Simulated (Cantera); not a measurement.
A closed system holds: 1 mol SiO2, 1.9 mol BCl3, 6.9 mol O2, at 1298.15 K and 2.30 Pa.

Equilibrium computed with Cantera from the NASA thermochemical tables; the gas is ideal and each condensed phase is pure. Candidate condensed phases: B, B2O3, Si, SiO2; 27 gas species. Mutual solubility and eutectic melting of coexisting phases are not modelled. The tables' values for BOCl are old estimates; treat these amounts as uncertain. The tables hold silica as quartz up to 1696 K and as liquid above; real silica turns to tridymite and cristobalite and melts near 1996 K. Condensed phases not in the tables: borates and borosilicate glass, alloys, solid solutions and most ternary compounds. Rates play no part.

Base state: O2 0.502, Cl 0.456, Cl2 0.0321, B2O3 0.00769, BOCl 0.00163, BO2 0.000461, ClO 5.11e-5, O 2.53e-5 (mole fractions); condensed: B2O3(l) + SiO2(β-quartz).

**Question.** What changes in the equilibrium state with this change: temperature from 1298.15 K to 1348 K?

**Answer.** 
```csv
species,before,after
O2,0.502,0.482
Cl,0.456,0.470
B2O3,0.00769,0.0290
Cl2,0.0321,0.0144
BO2,0.000461,0.00141
O,2.53e-5,5.91e-5
BOCl,0.00163,0.00304
"B2O3(l), mol",0.855,0.595
"SiO2(β-quartz), mol",1.00,1.00
```

**Question.** What changes in the equilibrium state with this change: pressure from 2.30 Pa to 37000 Pa?

**Answer.** 
```tsv
species	before	after
O2	0.502	0.654
Cl2	0.0321	0.334
Cl	0.456	0.0116
BOCl	0.00163	3.45e-6
B2O3	0.00769	4.78e-7
BO2	0.000461	3.45e-7
O	2.53e-5	2.27e-7
ClO	5.11e-5	0.000188
B2O3(l), mol	0.855	0.950
SiO2(β-quartz), mol	1.00	1.00
```

**Question.** What changes in the equilibrium state with this change: pressure from 2.30 Pa to 13300 Pa?

**Answer.** 
| species | before | after |
|---|---|---|
| O2 | 0.502 | 0.651 |
| Cl2 | 0.0321 | 0.329 |
| Cl | 0.456 | 0.0192 |
| BOCl | 0.00163 | 7.36e-6 |
| B2O3 | 0.00769 | 1.33e-6 |
| BO2 | 0.000461 | 7.41e-7 |
| O | 2.53e-5 | 3.78e-7 |
| ClO | 5.11e-5 | 0.000186 |
| B2O3(l), mol | 0.855 | 0.950 |
| SiO2(β-quartz), mol | 1.00 | 1.00 |
